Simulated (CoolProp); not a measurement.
A closed Brayton cycle with carbon dioxide: compressor inlet 325.15 K and 8.8 MPa, high pressure 23.1 MPa, turbine inlet 720 K, compressor efficiency 0.8, turbine efficiency 0.93, recuperator effectiveness 0 (on enthalpy, no pinch check). Each further row changes one setting.

Values from CoolProp's reference Helmholtz-energy equation of state, Span 1996.

```csv
case,thermal efficiency (%),net work (kJ/kg),compressor to turbine work,compressor exit (K),turbine exit (K)
as stated,14.4,61.9,0.45,403.7,609.9
turbine inlet 670 K,14.2,52.4,0.49,403.7,?
compressor inlet 335.15 K,13.7,?,?,?,609.9
high pressure 19.6 MPa,?,54.5,?,389.9,628.2
recuperator effectiveness 0.5,20.0,61.9,0.45,403.7,609.9
```

Task: What belongs in the gaps?

Result: 
- turbine inlet 670 K, turbine exit (K): 564.1
- compressor inlet 335.15 K, net work (kJ/kg): 54.6
- compressor inlet 335.15 K, compressor to turbine work: 0.51
- compressor inlet 335.15 K, compressor exit (K): 421.6
- high pressure 19.6 MPa, thermal efficiency (%): 12.3
- high pressure 19.6 MPa, compressor to turbine work: 0.42
